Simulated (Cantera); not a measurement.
Input (Python, Cantera) and output of one run.

```python
import numpy as np
import cantera as ct

gas_names = """
    CL CCL4 CL2
""".split()
cond_names = """
    C(gr)
""".split()


# ... load() reads the species with a 1 bar reference pressure and builds the phases ...
species = {s.name: s for s in load("nasa_gas.yaml", gas_names) + load("nasa_condensed.yaml", cond_names)}
# Each term lists the table entries of one substance; the one whose range holds T is used.
reactions = {
    '4 Cl(g) + C = CCl4(g)':
        [(-4, ['CL']), (-1, ['C(gr)']), (1, ['CCL4'])],
    '2 Cl(g) = Cl2(g)':
        [(-2, ['CL']), (1, ['CL2'])],
}


def pick(names, T):
    return next(species[n] for n in names if species[n].thermo.min_temp <= T <= species[n].thermo.max_temp)


results = []
for label, terms in reactions.items():
    print(label)
    print("     T/K   dH/kJ  dS/(J/K)   dG/kJ   log10 K")
    for T in [1148, 1198, 1248, 1298, 1348, 1398, 1448, 1498, 1548, 1598]:
        used = [(nu, pick(names, T)) for nu, names in terms]
        dH = sum(nu * s.thermo.h(T) for nu, s in used) / 1e6
        dS = sum(nu * s.thermo.s(T) for nu, s in used) / 1e3
        dG = dH - T * dS / 1e3
        logK = -dG * 1e6 / (ct.gas_constant * T * np.log(10))
        results.append((label, T, dH, dS, dG, logK, [s.name for _, s in used]))
        print(f"{T:8g} {dH:8.1f} {dS:8.1f} {dG:8.1f} {logK:8.2f}")
```

Result:

```
4 Cl(g) + C = CCl4(g)
     T/K   dH/kJ  dS/(J/K)   dG/kJ   log10 K
    1148   -587.5   -367.7   -165.4     7.52
    1198   -587.8   -368.0   -147.0     6.41
    1248   -588.0   -368.2   -128.6     5.38
    1298   -588.3   -368.3   -110.2     4.43
    1348   -588.5   -368.5    -91.7     3.55
    1398   -588.7   -368.7    -73.3     2.74
    1448   -588.9   -368.8    -54.9     1.98
    1498   -589.2   -369.0    -36.4     1.27
    1548   -589.4   -369.1    -18.0     0.61
    1598   -589.6   -369.2      0.5    -0.02
2 Cl(g) = Cl2(g)
     T/K   dH/kJ  dS/(J/K)   dG/kJ   log10 K
    1148   -249.7   -119.0   -113.0     5.14
    1198   -250.0   -119.3   -107.1     4.67
    1248   -250.3   -119.6   -101.1     4.23
    1298   -250.6   -119.8    -95.1     3.83
    1348   -251.0   -120.0    -89.1     3.45
    1398   -251.3   -120.3    -83.1     3.11
    1448   -251.6   -120.5    -77.1     2.78
    1498   -251.8   -120.7    -71.1     2.48
    1548   -252.1   -120.9    -65.0     2.19
    1598   -252.4   -121.0    -59.0     1.93
```

Source: NASA polynomial tables (part measured, part estimated), evaluated in Cantera. Condensed species are held in their standard states even where they would react or evaporate.
